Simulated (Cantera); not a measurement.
Input: 1 mol V2O5, 2800 mol H2, 70 mol N2, held at 1.10 bar.

These are equilibrium values from Cantera (NASA tables, ideal gas, pure condensed phases), not measurements of a reactor. Candidate condensed phases: H2O, V, VN, VO, V2O3, V2O4, V2O5; 28 gas species. Mutual solubility and eutectic melting of coexisting phases are not modelled. VN, VO: taken at fixed stoichiometry. Condensed phases not in the tables: solid solutions among these carbides, nitrides and lower oxides, V2N. Rates play no part.

x: gas mole fraction; n: condensed amount in mol.

```
T (K)   x H2    x N2    x H2O       x H    x NH3      x VO  n VN(s)  n VO(s)
-----  -----  ------  -------  --------  -------  --------  -------  -------
1425   0.974  0.0240  0.00174   6.42e-6  1.29e-5  2.49e-12     2.00        0
1475   0.974  0.0240  0.00174   1.22e-5  1.10e-5  1.29e-11     2.00        0
1525   0.974  0.0240  0.00174   2.23e-5  9.43e-6  5.99e-11     2.00        0
1575   0.974  0.0240  0.00174   3.91e-5  8.19e-6  2.52e-10     2.00        0
1625   0.974  0.0240  0.00174       [?]      [?]       [?]     2.00        0
1675   0.974  0.0240  0.00174  0.000109  6.33e-6   3.41e-9     2.00        0
1725   0.974  0.0240  0.00174       [?]      [?]       [?]     2.00        0
1775   0.974  0.0241  0.00173  0.000272  5.05e-6   3.39e-8     1.96   0.0448
1825   0.974  0.0241  0.00159  0.000414  4.55e-6   8.92e-8     1.55    0.445
1875   0.974  0.0242  0.00146  0.000617  4.13e-6   2.22e-7     1.20    0.799
1925   0.974  0.0242  0.00135  0.000899  3.76e-6   5.27e-7    0.885     1.11
1975   0.973  0.0243  0.00125   0.00129  3.45e-6   1.19e-6    0.604     1.39
```

Problem. Some entries are withheld; supply them.

Solution. 
- 1725, x H: 0.000175
- 1725, x NH3: 5.63e-6
- 1725, x VO: 1.12e-8
- 1625, x H: 6.64e-5
- 1625, x NH3: 7.17e-6
- 1625, x VO: 9.66e-10
